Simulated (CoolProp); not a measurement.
Carbonyl sulfide along the isobar 5030 kPa: fugacity coefficient from the reference equation and from simpler models built on Tc = 378.8 K, pc = 6369 kPa, ω = 0.098; each cubic takes its own stable root.

Model: reference Helmholtz-energy equation of state, Lemmon 2006, in CoolProp. It is a short technical equation, of lower accuracy than the large ones.

| T (K) | phase | reference | van der Waals | Soave-Redlich-Kwong | Peng-Robinson |
|---|---|---|---|---|---|
| 236.7 | liquid | 0.03981 | … | 0.03993 | 0.03987 |
| 264.4 | liquid | 0.1020 | 0.2503 | 0.1032 | 0.1014 |
| 292.1 | liquid | 0.2098 | 0.3759 | 0.2136 | 0.2080 |
| 319.8 | liquid | 0.3670 | 0.5198 | 0.3742 | 0.3630 |
| 347.5 | liquid | 0.5662 | 0.6719 | 0.5745 | 0.5566 |
| 375.2 | gas | 0.7312 | 0.7594 | 0.7311 | 0.7103 |
| 402.9 | gas | 0.7878 | 0.8002 | … | 0.7662 |
| 430.6 | gas | 0.8289 | 0.8318 | 0.8289 | 0.8083 |
| 458.3 | gas | 0.8603 | 0.8569 | 0.8615 | 0.8414 |
| 486 | gas | … | 0.8774 | 0.8873 | … |
| 513.6 | gas | 0.9048 | 0.8943 | … | 0.8897 |

Task: Complete the blanks.

Result: 
- 236.7, van der Waals: 0.1496
- 402.9, Soave-Redlich-Kwong: 0.7871
- 486, reference: 0.8850
- 486, Peng-Robinson: 0.8681
- 513.6, Soave-Redlich-Kwong: 0.9082
